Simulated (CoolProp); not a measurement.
Computed with CoolProp (reference Helmholtz-energy equation of state, Schmidt 1985).

Question: Give the vapour pressure (bar), liquid density (kg/m³), enthalpy of vaporisation (kJ/kg), surface tension (mN/m) of saturated oxygen at 112.5 K.

Answer: 
| T (K) | p (bar) | liquid density (kg/m³) | enthalpy of vaporisation (kJ/kg) | surface tension (mN/m) |
|---|---|---|---|---|
| 112.5 | 6.43 | 1020 | 186 | 7.81 |

Surface tension comes from a separate correlation (Mulero 2012).
